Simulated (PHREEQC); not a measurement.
A column of 0.2 m (40 cells, dispersivity 0.01 m, 720 s a shift, diffusion coefficient 3e-10 m²/s) holds 0.0025 eq of the database's cation exchanger X per kg of pore water, first in equilibrium with 2.4 mmol/kgw BaCl2 and 0.01 mmol/kgw HCl. It is flushed with 1.9 mmol/kgw MgCl2 and 0.01 mmol/kgw HCl, at 25 °C. Values are for the last cell. CO2 from the air is kept out. Precipitation was switched off in this run.

The series has 33 steps of pore volumes, from 0 to 4.013.

All values are PHREEQC results (ion-association model, phreeqc.dat), not measurements.

Task: After how many pore volumes does Mg at the outlet first reach half of its feed value?

Result: By 1.5 pore volumes.
